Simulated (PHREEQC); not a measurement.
Dissolve 0.089 mol/kgw NaOH and 0.038 mol/kgw (CH3)4NCl at 44 °C. Closed to the air; pH follows from the charge balance.

All values are PHREEQC results (ion-association model, wateq4f.dat), not measurements.

Each row changes one thing in this solution. Precipitation was switched off in this run.

```csv
case,pH,SI of Halite (NaCl)
as made,12.25,-4.34
diluted 5-fold with water,11.61,?
diluted 100-fold with water,?,-8.13
(CH3)4NCl from 0.038 to 0.38 mol/kgw,?,?
(CH3)4NCl from 0.038 to 0.057 mol/kgw,12.24,?
```

What belongs in the gaps?


- diluted 5-fold with water, SI of Halite (NaCl): -5.63
- diluted 100-fold with water, pH: 10.36
- (CH3)4NCl from 0.038 to 0.38 mol/kgw, pH: 12.19
- (CH3)4NCl from 0.038 to 0.38 mol/kgw, SI of Halite (NaCl): -3.44
- (CH3)4NCl from 0.038 to 0.057 mol/kgw, SI of Halite (NaCl): -4.18

(CH3)4N+ isn't in the database: it is added as a free cation with an ion size of 4 Å. Away from 25 °C the constants follow the database's enthalpies or fits; those with neither stay at their 25 °C values.
